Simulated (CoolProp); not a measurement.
Vapour-liquid equilibrium of isobutene (1) + n-butane (2) at 0.0171 bar; x and y are mole fractions of (1).

Model: multi-fluid Helmholtz-energy mixture model, Lemmon 2005 and Bücker 2006; pair parameters Bell 2016, in CoolProp.

| x | bubble temperature, mixture model (°C) | bubble temperature, Raoult's law (°C) | y, mixture model | y, Raoult's law |
|---|---|---|---|---|
| 0.05 | ___ | -75.0 | 0.076 | 0.069 |
| 0.15 | ___ | -75.5 | ___ | 0.200 |
| 0.25 | -76.3 | -76.0 | 0.330 | 0.320 |
| 0.35 | -76.8 | -76.4 | ___ | 0.433 |
| 0.45 | -77.2 | -76.9 | 0.537 | 0.537 |
| 0.55 | -77.6 | -77.3 | ___ | 0.634 |
| 0.65 | -78.0 | -77.7 | 0.718 | 0.725 |
| 0.75 | ___ | -78.1 | 0.802 | 0.810 |
| 0.85 | -78.6 | -78.5 | 0.883 | 0.890 |
| 0.95 | -78.9 | -78.9 | ___ | 0.964 |

**Question.** Complete the blanks.

**Answer.** 
- 0.05, bubble temperature, mixture model (°C): -75.1
- 0.15, bubble temperature, mixture model (°C): -75.7
- 0.15, y, mixture model: 0.211
- 0.35, y, mixture model: 0.438
- 0.55, y, mixture model: 0.630
- 0.75, bubble temperature, mixture model (°C): -78.3
- 0.95, y, mixture model: 0.962

The largest gap from Raoult's law is -0.4 K in bubble temperature, at x = 0.35. No azeotrope shows between x = 0.05 and 0.95.

The pair parameters rest on a limited set of measurements; away from them the model extrapolates.
